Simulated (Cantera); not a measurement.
**TEOS + H2O + N2 (silicon oxide and oxynitride deposition)**

Feed: 1 mol TEOS, 0.47 mol H2O, 27 mol N2, held at 1.00 bar.

Cantera equilibrium calculation (NASA polynomials, part measured and part estimated; ideal gas, pure solids and liquids). Candidate condensed phases: C, C6H6, C7H8, C8H18, H2O, Si, SiC, SiO2, Si2N2O, Si3N4; 151 gas species. The feed counts by its element totals alone. N2 is the only nitrogen source here; it is nearly inert below about 1500 K, so the nitride shown seldom forms there in practice. The tables hold silica as quartz up to 1696 K and as liquid above; real silica turns to tridymite and cristobalite and melts near 1996 K. Rates play no part.

```tsv
T (K)	x N2	x H2	x CH4	x CO	x H2O	x CO2	n C(graphite)	n SiO2(α-quartz)	n SiO2(β-quartz)	n Si2N2O(s)
623	0.789	0.0443	0.100	0.000184	0.0612	0.00538	4.39	1.00	0	0
823	0.727	0.184	0.0317	0.0139	0.0340	0.00929	5.96	1.00	0	0
1023	0.683	0.251	0.00474	0.0563	0.00387	0.00113	5.54	0	1.00	0
1223	0.677	0.260	0.000903	0.0615	0.000322	5.20e-5	5.51	0	1.00	0
1423	0.647	0.255	0.000248	0.0969	7.63e-5	1.28e-5	4.01	0	0	0.500
1623	0.647	0.255	9.64e-5	0.0969	1.87e-5	2.30e-6	3.99	0	0	0.500
1823	0.646	0.254	4.60e-5	0.0967	6.25e-6	6.09e-7	3.91	0	0	0.491
```
x: gas mole fraction; n: condensed amount in mol.

From 623 K to 823 K the condensed part is C(graphite) + SiO2(α-quartz). From 1023 K to 1223 K the condensed part is C(graphite) + SiO2(β-quartz). From 1423 K to 1823 K the condensed part is C(graphite) + Si2N2O(s).
